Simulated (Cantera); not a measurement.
Input (Python, Cantera):

```python
import numpy as np
import cantera as ct

gas = ct.Solution("gri30.yaml")
gas.TPX = 1825, 1100, {'CH4': 0.045, 'H2': 1, 'CO2': 0.006}
inlet = ct.Reservoir(gas, clone=True)

reactor = ct.IdealGasConstPressureReactor(gas, energy="off", clone=False)
exhaust = ct.Reservoir(gas, clone=True)
tau = [1.4, 0.58, 0.25, 0.11, 0.046, 0.019, 0.0083, 0.0036, 0.0015][0]
for a, b in ((inlet, reactor), (reactor, exhaust)):
    ct.MassFlowController(a, b, mdot=lambda t: reactor.mass / tau)
net = ct.ReactorNet([reactor])
show = ['CH4', 'H2', 'CO2', 'H', 'CH2', 'H2O']

rows = []
print(f"{'tau/s':>10s}{'T/K':>9s}" + "".join(f"{s:>11s}" for s in show))
for tau in [1.4, 0.58, 0.25, 0.11, 0.046, 0.019, 0.0083, 0.0036, 0.0015]:
    net.initial_time = 0.0
    net.advance(30 * tau)
    before = gas.X
    net.advance(40 * tau)
    drift = np.max(np.abs(gas.X - before) / (gas.X + 1e-9))
    rows.append([gas.T, *gas[show].X, drift])
    print(f"{tau:10.3e}{gas.T:9.1f}" + "".join(f"{x:11.3e}" for x in gas[show].X))
```

Result:

```
     tau/s      T/K        CH4         H2        CO2          H        CH2        H2O
 1.400e+00   1825.0  8.563e-03  9.613e-01  1.458e-04  2.955e-03  1.670e-06  4.649e-03
 5.800e-01   1825.0  1.362e-02  9.588e-01  3.657e-04  2.650e-03  2.059e-06  4.873e-03
 2.500e-01   1825.0  2.026e-02  9.558e-01  8.583e-04  2.357e-03  2.338e-06  4.593e-03
 1.100e-01   1825.0  2.789e-02  9.529e-01  1.805e-03  2.049e-03  2.372e-06  3.763e-03
 4.600e-02   1825.0  3.555e-02  9.507e-01  3.326e-03  1.627e-03  1.917e-06  2.321e-03
 1.900e-02   1825.0  4.058e-02  9.503e-01  4.818e-03  1.021e-03  9.158e-07  8.739e-04
 8.300e-03   1825.0  4.220e-02  9.509e-01  5.494e-03  4.951e-04  2.416e-07  2.111e-04
 3.600e-03   1825.0  4.260e-02  9.512e-01  5.666e-03  2.167e-04  4.872e-08  4.132e-05
 1.500e-03   1825.0  4.273e-02  9.514e-01  5.701e-03  9.031e-05  8.590e-09  7.216e-06
```

Cantera simulation using GRI-Mech 3.0 (53 species, 325 reactions); the numbers are that mechanism's predictions, not measurements. GRI-Mech 3.0 stops at C3 and has no aromatics, soot or wall deposition, so with more carbon than oxygen in the feed, carbon stays in small species such as C2H2 where larger ones or solid carbon would form. Radical loss at walls, strong at low pressure, is not modelled.
